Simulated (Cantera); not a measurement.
**Si + HBr + N2 (silicon etching in halogen gases)**

A closed system holds: 1 mol Si, 26 mol HBr, 34 mol N2, equilibrated at 13.3 mbar.

Equilibrium computed with Cantera from the NASA thermochemical tables; the gas is ideal and each condensed phase is pure. Candidate condensed phases: Br2, Si, Si3N4; 28 gas species. The tables' values for SiBr3 are old estimates; treat these amounts as uncertain. Equilibrium is a limit: real reactors are often held back by kinetics, nucleation or transport.

| T (K) | x N2 | x HBr | x H2 | x Br | x SiBr4 | x SiBr2 | x SiBr3 | x Br2 |
|---|---|---|---|---|---|---|---|---|
| 900 | 0.576 | 0.373 | 0.0339 | 8.87e-6 | 0.0169 | 2.13e-8 | 7.89e-7 | 4.37e-7 |
| 1000 | 0.576 | 0.373 | 0.0339 | 6.75e-5 | 0.0169 | 8.91e-7 | 7.83e-6 | 1.85e-6 |
| 1100 | 0.576 | 0.373 | 0.0340 | 0.000356 | 0.0169 | 1.86e-5 | 5.07e-5 | 6.00e-6 |
| 1200 | 0.576 | 0.372 | 0.0342 | 0.00142 | 0.0164 | 0.000228 | 0.000235 | 1.60e-5 |
| 1300 | 0.574 | 0.371 | 0.0340 | 0.00463 | 0.0144 | 0.00167 | 0.000760 | 3.69e-5 |
| 1400 | 0.569 | 0.369 | 0.0330 | 0.0129 | 0.00901 | 0.00624 | 0.00144 | 7.74e-5 |
| 1500 | 0.561 | 0.358 | 0.0351 | 0.0293 | 0.00318 | 0.0119 | 0.00141 | 0.000128 |
x: gas mole fraction; nothing condenses.

From 900 K to 1500 K nothing is condensed. The main Si-bearing gas is SiBr4 at 900 K and SiBr2 at 1500 K.
